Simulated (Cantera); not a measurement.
An isothermal plug-flow reactor at 773 K and 100000 Pa (inlet), inlet velocity 0.29 m/s, active area per volume 800 1/m; feed 1.15 % CO, 6.72 % O₂, 91.5 % N₂, 0.626 % H₂O.

Detailed kinetics in Cantera: Deutschmann's 1995 Pt surface mechanism with GRI-Mech 3.0 gas chemistry. Catalytic surfaces can have several steady states; this one follows from the mechanism file's or the stated starting coverage. Mass transfer to the wall is taken as infinitely fast.

x: gas mole fraction; θ: surface coverage.

| z (m) | x CO | x O₂ | x H₂O | x CO₂ | θ free Pt | θ O* | θ OH* |
|---|---|---|---|---|---|---|---|
| 0.00029 | (withheld) | 0.0627 | 0.00628 | 0.00953 | 0.0435 | 0.954 | 0.00200 |
| 0.00056 | (withheld) | 0.0624 | 0.00629 | 0.0102 | 0.0380 | 0.960 | 0.00188 |
| 0.0011 | (withheld) | 0.0622 | 0.00629 | 0.0108 | 0.0344 | 0.964 | 0.00179 |
| 0.0021 | (withheld) | 0.0619 | 0.00629 | 0.0112 | 0.0323 | 0.966 | 0.00174 |
| 0.004 | (withheld) | 0.0618 | 0.00629 | 0.0115 | 0.0314 | 0.967 | 0.00171 |
| 0.0077 | (withheld) | 0.0618 | 0.00629 | 0.0115 | 0.0312 | 0.967 | 0.00171 |
| 0.015 | (withheld) | 0.0618 | 0.00629 | 0.0115 | 0.0312 | 0.967 | 0.00171 |
| 0.029 | <1e-12 | 0.0618 | 0.00629 | 0.0115 | 0.0312 | 0.967 | 0.00171 |

Complete the blanks.


- 0.00029, x CO: 0.00199
- 0.00056, x CO: 0.00136
- 0.0011, x CO: 0.000739
- 0.0021, x CO: 0.000283
- 0.004, x CO: 5.29e-5
- 0.0077, x CO: 2.22e-6
- 0.015, x CO: 4.38e-9
